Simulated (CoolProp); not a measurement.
Vapour-liquid equilibrium of R114 (1) + n-pentane (2) at 301 K; x and y are mole fractions of (1).

Computed with CoolProp (multi-fluid Helmholtz-energy mixture model, Platzer 1990 and Thol 2019; pair parameters Bell 2016). This equation is an older, rougher fit; its heat capacities, sound speeds and derivatives of the liquid may be far off and weren't checked against measurements.

```tsv
x	bubble pressure (MPa)	y at the bubble point	dew pressure at overall composition x (MPa)	liquid density (mol/L)
0.05	?	0.201	0.07919	8.558
0.125	0.1112	0.388	0.08467	8.539
0.2	0.1287	0.507	0.09092	8.521
0.275	0.1440	0.591	0.09810	8.504
0.35	0.1575	0.654	0.1064	8.488
0.425	0.1693	0.704	0.1161	8.474
0.5	0.1800	0.747	0.1275	8.462
0.575	0.1896	0.785	0.1409	8.451
0.65	0.1986	?	0.1566	8.444
0.725	0.2070	0.855	0.1744	8.440
0.8	0.2150	0.891	0.1934	8.439
0.875	0.2227	0.928	0.2116	8.443
0.95	0.2301	0.969	?	8.451
```

### Question
What belongs in the gaps?

### Answer

- 0.05, bubble pressure (MPa): 0.09099
- 0.65, y at the bubble point: 0.821
- 0.95, dew pressure at overall composition x (MPa): 0.2268

No azeotrope shows between x = 0.05 and 0.95.

Pair parameters are fitted to limited data, so mixtures are less certain than the pure fluids.
